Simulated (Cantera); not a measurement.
A freely propagating, adiabatic, planar premixed flame of 35.1 % H2, 13.5 % O2, 50.8 % N2, 0.596 % H2O, unburnt at 550 K and 0.310 bar; mixture-averaged transport, grid criteria slope 0.08 and curve 0.16, no radiation.

Model: the H2/O2 subset of GRI-Mech 3.0, which has no nitrogen chemistry, integrated in Cantera. Burning velocities carry a grid error of a few per cent, more on coarse grids.

x: mole fraction of selected species; z is measured from the peak of heat release.

| z (mm) | T (K) | u (m/s) | x H2 | x O2 | x H2O2 | x H | x OH | x H2O |
|---|---|---|---|---|---|---|---|---|
| -6.15 | 550 | 6.44 | 0.351 | 0.135 | <1e-8 | <1e-8 | <1e-8 | 0.00596 |
| -4.10 | 550 | 6.44 | 0.351 | 0.135 | <1e-8 | <1e-8 | <1e-8 | 0.00596 |
| -3.08 | 550 | 6.44 | 0.351 | 0.135 | <1e-8 | <1e-8 | <1e-8 | 0.00596 |
| -2.05 | 550 | 6.44 | 0.351 | 0.135 | <1e-8 | ___ | <1e-8 | 0.00596 |
| -1.03 | 557 | 6.52 | 0.349 | 0.135 | 1.21e-6 | 0.000156 | 2.93e-5 | 0.00632 |
| -0.513 | ___ | 8.26 | 0.324 | 0.131 | ___ | ___ | ___ | ___ |
| 0 | 1149 | 12.8 | 0.195 | 0.0861 | 1.26e-6 | 0.0623 | 0.00307 | 0.115 |
| 0.513 | 1446 | 15.9 | 0.0906 | 0.0244 | 1.21e-6 | 0.0981 | 0.00802 | 0.228 |
| 1.03 | 1569 | 17.1 | 0.0810 | 0.0151 | 8.84e-7 | 0.0929 | 0.0103 | 0.246 |
| 2.05 | 1707 | 18.5 | 0.0846 | 0.0124 | 5.23e-7 | 0.0786 | 0.0123 | 0.253 |
| 4.10 | 1858 | 19.9 | 0.0882 | 0.00991 | 2.76e-7 | 0.0630 | 0.0140 | 0.261 |
| 8.20 | 2012 | 21.3 | 0.0904 | 0.00734 | 1.46e-7 | 0.0479 | 0.0146 | 0.271 |
| 16.4 | 2157 | 22.5 | 0.0912 | 0.00491 | 8.45e-8 | 0.0346 | 0.0139 | 0.282 |

Task: Fill in the missing entries.

Result: 
- -2.05, x H: 2.25e-8
- -0.513, T (K): 718
- -0.513, x H2O2: 4.54e-6
- -0.513, x H: 0.00765
- -0.513, x OH: 0.000502
- -0.513, x H2O: 0.0196
